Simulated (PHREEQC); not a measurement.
Hard or scaling water

Consider water at 25 °C with 0.11 mol/kgw CaCl2, 6e-05 mol/kgw NH4F and 0.00097 mol/kgw MgSO4. Closed to the air; pH follows from the charge balance.

Model: ion-association model, phreeqc.dat, run in PHREEQC.

This is a speciation only: nothing precipitates in the calculation.

Task: Predict the pH, specific conductance, density.

Result: pH 6.75; specific conductance 20000 µS/cm; density 1.007 g/cm³.

Task: In which forms is S present?

Result: CaSO4 55 %, SO4-2 45 %, MgSO4 0.7 % of the S.

The solution is supersaturated, for example in Fluorite, so a real one may precipitate; this is no full list. Complexes and solids missing from the database can't appear.
